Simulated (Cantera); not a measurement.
Feed: 1 mol SiH4, 0.074 mol HCl, 120 mol H2, at 10000 Pa.

These are equilibrium values from Cantera (NASA tables, ideal gas, pure condensed phases), not measurements of a reactor. Candidate condensed phases: Si; 19 gas species. Gases not in the tables: Si2H6 and higher silanes. Rates play no part.

log p: log10 of the partial pressure in bar; n: condensed amount in mol.

| T (K) | log p H2 | log p H | log p Si | log p HCl | log p SiH | log p SiH2 | n Si(s) | n Si(l) |
|---|---|---|---|---|---|---|---|---|
| 1623 | -1.00 | -4.66 | -6.81 | -4.22 | -7.00 | -6.19 | 0.999 | 0 |
| 1673 | -1.00 | -4.44 | -6.38 | -4.22 | -6.65 | -5.96 | 0.998 | 0 |
| 1723 | -1.00 | -4.24 | -6.01 | -4.22 | -6.35 | -5.77 | 0 | 0.996 |
| 1773 | -1.00 | ___ | ___ | -4.22 | ___ | ___ | 0 | 0.993 |
| 1823 | -1.00 | -3.86 | -5.35 | -4.22 | -5.83 | -5.46 | 0 | 0.988 |
| 1873 | -1.00 | ___ | ___ | -4.22 | ___ | ___ | 0 | 0.980 |
| 1923 | -1.00 | -3.53 | -4.77 | -4.22 | -5.36 | -5.17 | 0 | 0.965 |
| 1973 | -1.00 | -3.37 | -4.50 | -4.22 | -5.14 | -5.04 | 0 | 0.940 |
| 2023 | -1.00 | -3.22 | -4.24 | -4.22 | -4.94 | -4.92 | 0 | 0.899 |
| 2073 | -1.00 | -3.08 | -4.00 | -4.23 | -4.74 | -4.80 | 0 | 0.832 |
| 2123 | -1.01 | -2.95 | -3.77 | -4.23 | -4.56 | -4.69 | 0 | 0.724 |

Some entries are withheld; supply them.


- 1773, log p H: -4.05
- 1773, log p Si: -5.67
- 1773, log p SiH: -6.08
- 1773, log p SiH2: -5.61
- 1873, log p H: -3.69
- 1873, log p Si: -5.05
- 1873, log p SiH: -5.59
- 1873, log p SiH2: -5.31
